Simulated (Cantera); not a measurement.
A Cantera script and what it prints.

```python
import numpy as np
import cantera as ct

gas_names = """
    C CH CH2 CH3 CH2OH CH3O CH4 CH3OH CO CO2 COOH C2 C2H CHCO,ketyl C2H2,acetylene C2H2,vinylidene
    CH2CO,ketene C2H3,vinyl CH3CO,acetyl C2H4 C2H4O,ethylen CH3CHO,ethanal CH3COOH (HCOOH)2 C2H5 C2H6
    CH3OCH3 C2H5OH C2O C3 C3H3,propargyl C3H4,allene C3H4,propyne C3H4,cyclo- C3H5,allyl C3H6,propylene
    C3H6,cyclo- C3H6O C3H7,n-propyl C3H7,i-propyl C3H8 C3H8O,1propanol C3H8O,2propanol C3O2 C4 C4H2
    C4H4,1,3-cyclo- C4H6,butadiene C4H6,2-butyne C4H6,cyclo- C4H8,1-butene C4H8,cis2-buten
    C4H8,tr2-butene C4H8,isobutene C4H8,cyclo- (CH3COOH)2 C4H9,n-butyl C4H9,i-butyl C4H9,s-butyl
    C4H9,t-butyl C4H10,isobutane C4H10,n-butane C5 C5H6,1,3cyclo- C5H8,cyclo- C5H10,1-pentene
    C5H10,cyclo- C5H11,pentyl C5H11,t-pentyl C5H12,n-pentane C5H12,i-pentane CH3C(CH3)2CH3 C6H2
    C6H5,phenyl C6H5O,phenoxy C6H6 C6H5OH,phenol C6H10,cyclo- C6H12,1-hexene C6H12,cyclo- C6H13,n-hexyl
    C7H7,benzyl C7H8 C7H8O,cresol C7H14,1-heptene C7H15,n-heptyl C7H16,n-heptane C8H8,styrene
    C8H10,ethylbenz C8H16,1-octene C8H17,n-octyl C8H18,isooctane C8H18,n-octane C9H19,n-nonyl
    C10H8,naphthale C10H21,n-decyl C12H9,o-bipheny C12H10,bipheny H HCO HO2 H2 HCHO,formaldehy HCOOH H2O
    H2O2 O OH O2 O3 Ti TiO TiO2
""".split()
cond_names = """
    C(gr) C6H6(L) C7H8(L) C8H18(L),n-octa H2O(s) H2O(L) Ti(a) Ti(b) Ti(L) TiC(s) TiC(L) TiO(a) TiO(b)
    TiO(L) TiO2(ru) TiO2(L) Ti2O3(a) Ti2O3(b) Ti2O3(L) Ti3O5(a) Ti3O5(b) Ti3O5(L) Ti4O7(s) Ti4O7(L)
""".split()


def load(file, names, dense=False):
    # The tables refer to 1 bar. Condensed volumes are neglected.
    table = {s.name: s for s in ct.Species.list_from_file(file)}
    out = []
    for n in names:
        d = dict(table[n].input_data)
        d["thermo"] = dict(d["thermo"], **{"reference-pressure": 1e5})
        if dense:
            d["equation-of-state"] = {"model": "constant-volume", "density": "1e6 g/cm^3"}
        out.append(ct.Species.from_dict(d))
    return out


gas = ct.Solution(thermo="ideal-gas", species=load("nasa_gas.yaml", gas_names))
cond = {s.name: ct.Solution(thermo="fixed-stoichiometry", species=[s], name=s.name)
        for s in load("nasa_condensed.yaml", cond_names, dense=True)}
atoms = {
    'Ti(OiPr)4': {'Ti': 1, 'C': 12, 'H': 28, 'O': 4},
    'CH4': {'C': 1, 'H': 4},
    'H2': {'H': 2},
}
top_T = {'C(gr)': 4500}  # K; cautious upper limits of use, not melting points


def equilibrate(T, P, feed):
    n = {}
    for name, mol in feed.items():
        for a, k in atoms[name].items():
            n[a] = n.get(a, 0.0) + k * mol
    gas.TPX = T, P, n
    mass = sum(n.values()) * gas.mean_molecular_weight
    gas.equilibrate("TP")
    valid = [c for c in cond.values() if c.min_temp <= T <= top_T.get(c.name, c.max_temp)]
    mix = ct.Mixture([(gas, mass / gas.mean_molecular_weight)] + [(c, 0.0) for c in valid])
    mix.T, mix.P = T, P
    mix.equilibrate("TP", solver="vcs", rtol=1e-11, max_steps=5000)
    return mix


results = []
feed = {'Ti(OiPr)4': 1, 'CH4': 6.4, 'H2': 7.5}  # mol
P = 170  # Pa
for T in [1073, 1173, 1273, 1373, 1473, 1573, 1673, 1773, 1873, 1973, 2073, 2173, 2273]:
    mix = equilibrate(T, P, feed)
    results.append((T, P, feed, dict(zip(mix.species_names, mix.species_moles))))

top = {s: max(r[3][s] / sum(r[3][g] for g in gas_names) for r in results) for s in gas_names}
cols = sorted((s for s in top if top[s] > 0.001), key=lambda s: -top[s])[:5]
seen = [c for c in cond_names if any(r[3].get(c, 0) > 1e-12 for r in results)]
print("log10 of partial pressures in bar; condensed amounts in mol")
print(f"{'T/K':>10s}" + "".join(f"{s[:9]:>10s}" for s in cols + seen))
for T, P, feed, n in results:
    ng = sum(n[g] for g in gas_names)
    print(f"{T:10.4g}" + "".join(f"{np.log10(max(n[s] / ng * P / 1e5, 1e-99)):10.3f}" for s in cols)
          + "".join(f"{n.get(c, 0):10.4g}" for c in seen))
```

Output:

```
log10 of partial pressures in bar; condensed amounts in mol
       T/K        H2         H        CO C2H2,acet     C(gr)    TiC(s)  Ti3O5(b)
      1073    -2.798    -9.253    -3.966   -10.942     16.06         0    0.3333
      1173    -2.817    -8.337    -3.751   -10.030      13.4         1         0
      1273    -2.817    -7.556    -3.751    -9.247      13.4         1         0
      1373    -2.817    -6.886    -3.751    -8.580      13.4         1         0
      1473    -2.818    -6.307    -3.751    -8.004      13.4         1         0
      1573    -2.818    -5.800    -3.751    -7.503      13.4         1         0
      1673    -2.819    -5.353    -3.751    -7.063      13.4         1         0
      1773    -2.821    -4.956    -3.752    -6.674     13.39         1         0
      1873    -2.824    -4.602    -3.754    -6.330     13.38         1         0
      1973    -2.832    -4.286    -3.757    -6.025     13.36         1         0
      2073    -2.846    -4.003    -3.764    -5.757     13.32    0.9999         0
      2173    -2.869    -3.751    -3.774    -5.525     13.26    0.9996         0
      2273    -2.907    -3.529    -3.790    -5.331     13.17    0.9981         0
```

Equilibrium computed with Cantera from the NASA thermochemical tables; the gas is ideal and each condensed phase is pure. The feed counts by its element totals alone. TiC: taken at fixed stoichiometry.
